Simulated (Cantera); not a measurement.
Charge: 1 mol SiH4, 0.0061 mol Cl2, 170 mol H2, held at 49.0 mbar.

These are equilibrium values from Cantera (NASA tables, ideal gas, pure condensed phases), not measurements of a reactor. Candidate condensed phases: Si; 19 gas species. Gases not in the tables: Si2H6 and higher silanes. Kinetics and transport are ignored.

log p: log10 of the partial pressure in bar; n: condensed amount in mol.

```csv
T (°C),log p H2,log p H,log p HCl,log p SiH2,log p Si,log p SiH,log p SiH4,n Si(s),n Si(l)
827,-1.31,-8.24,-5.46,-10.19,<-13,?,-8.90,1.000,0
927,-1.31,-7.36,-5.46,-9.23,-11.86,?,-8.81,1.000,0
1027,-1.31,-6.61,-5.46,-8.43,-10.36,?,-8.73,1.000,0
1127,-1.31,-5.97,-5.46,-7.73,-9.08,?,-8.67,1.000,0
1227,-1.31,-5.41,-5.46,-7.13,-7.98,?,-8.61,1.000,0
1327,-1.31,-4.92,-5.46,-6.61,-7.01,?,-8.56,0.999,0
1427,-1.31,-4.49,-5.46,-6.16,-6.17,?,-8.52,0,0.994
```

Some entries are withheld; supply them.


- 827, log p SiH: -12.80
- 927, log p SiH: -11.34
- 1027, log p SiH: -10.10
- 1127, log p SiH: -9.04
- 1227, log p SiH: -8.13
- 1327, log p SiH: -7.33
- 1427, log p SiH: -6.63
